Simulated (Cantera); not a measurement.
A closed system holds: 1 mol TiO2, 0.51 mol MgO, 0.63 mol O2, held at 1298.15 K and 500 Pa.

Method: chemical equilibrium by Gibbs-energy minimisation in Cantera with the NASA 1993 tables (ideal gas, pure condensed phases). Candidate condensed phases: Mg, MgO, MgTiO3, MgTi2O5, Mg2TiO4, Ti, TiO, TiO2, Ti2O3, Ti3O5, Ti4O7; 9 gas species. Mutual solubility and eutectic melting of coexisting phases are not modelled. Condensed phases not in the tables: alloys, solid solutions and most ternary compounds. Kinetics and transport are ignored.

Base state: O2 1.000 (mole fractions); condensed: MgTiO3(s) + MgTi2O5(s).

Problem. What changes in the equilibrium state with this change: TiO2 replaced by SiO2?

Solution. 
```tsv
species	before	after
O2	1.000	1.000
MgTiO3(s), mol	0.0200	0
MgTi2O5(s), mol	0.490	0
MgSiO3(s), mol	0	0.510
SiO2(β-quartz), mol	0	0.490
```
The tables hold silica as quartz up to 1696 K and as liquid above; real silica turns to tridymite and cristobalite and melts near 1996 K. Further candidate phases: MgSiO3, Mg2SiO4, Si, SiO2.
